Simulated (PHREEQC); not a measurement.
PHREEQC input (ion-association model, wateq4f.dat):

```
SOLUTION_MASTER_SPECIES
  An  An-  0  An  62.0  # stands for a non-complexing anion
SOLUTION_SPECIES
  An- = An-
    -log_k 0
    -gamma 3.0 0
PHASES
  Fix_H+
    H+ = H+
    -log_k 0
SOLUTION 1
  temp 25
  units mmol/kgw
  pH 7 charge
  Na 300
  An 300
END
SELECTED_OUTPUT 1
  -reset false
  -pH true
  -pe true
  -ionic_strength true
  -water true
  -totals Na
  -molalities Hfo_wOH Hfo_wOH2+ Hfo_wO- Hfo_sOH Hfo_sOH2+ Hfo_sO-
USER_PUNCH 1
  -headings sigma psi
  10 PUNCH EDL("sigma", "Hfo"), EDL("psi", "Hfo")
PRINT
  -reset false
USE solution 1
SURFACE 1
  Hfo_wOH 0.00166292 600 0.74
  Hfo_sOH 4.1573e-05
EQUILIBRIUM_PHASES 1
  Fix_H+ -3 HAn 10
    -force_equality true
  O2(g) -0.68 10
END
# ... the last block is repeated for the other 16 points of pH, with NaOH or the acid as the point needs
```

Selected output (columns that matter, 9 of 17 rows; pH added in front):

```
pH	mu	Na	m_Hfo_wOH	m_Hfo_wOH2+	m_Hfo_wO-	m_Hfo_sOH	m_Hfo_sOH2+	m_Hfo_sO-	sigma	psi
3	0.30212	0.3	1.12e-05	0.0016517	1.7398e-09	2.8e-07	4.1293e-05	4.3494e-11	0.36794	0.12549
3.75	0.30105	0.3	5.8022e-05	0.0016048	4.8056e-08	1.4506e-06	4.0121e-05	1.2014e-09	0.35749	0.12412
4.5	0.30077	0.3	0.00023184	0.0014302	8.6091e-07	5.7959e-06	3.5756e-05	2.1523e-08	0.31841	0.1183
5.25	0.30056	0.3	0.0005712	0.0010848	6.89e-06	1.428e-05	2.7121e-05	1.7225e-07	0.24012	0.1042
6	0.30036	0.3	0.00091777	0.00071829	2.6864e-05	2.2944e-05	1.7957e-05	6.7159e-07	0.15402	0.082608
6.75	0.3002	0.3	0.0011472	0.00044848	6.7228e-05	2.868e-05	1.1212e-05	1.6807e-06	0.084927	0.056074
7.5	0.30008	0.3	0.0012539	0.00028075	0.00012829	3.1347e-05	7.0187e-06	3.2073e-06	0.033961	0.026025
8.25	0.30002	0.30004	0.0012754	0.00017682	0.00021074	3.1884e-05	4.4205e-06	5.2684e-06	-0.0075557	-0.0060276
9	0.30013	0.30025	0.0012261	0.00010323	0.00033359	3.0652e-05	2.5809e-06	8.3398e-06	-0.051315	-0.037582
```

The oxide is taken as insoluble; below pH 4 it would dissolve.
